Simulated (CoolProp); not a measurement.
Vapour-liquid equilibrium of propane (1) + R114 (2) at 0.82 MPa; x and y are mole fractions of (1).

Model: multi-fluid Helmholtz-energy mixture model, Lemmon 2009 and Platzer 1990; pair parameters Bell 2016, in CoolProp. This equation is an older, rougher fit; its heat capacities, sound speeds and derivatives of the liquid may be far off and weren't checked against measurements.

Task: Give the bubble temperature and the first vapour's composition at x = 0.5, 0.575, 0.725. Is there an azeotrope?

Result: x = 0.5: 36.1 °C, y = 0.763; x = 0.575: 32.9 °C, y = 0.809; x = 0.725: 27.5 °C, y = 0.884. No azeotrope shows between x = 0.05 and 0.95.

The pair parameters rest on a limited set of measurements; away from them the model extrapolates.
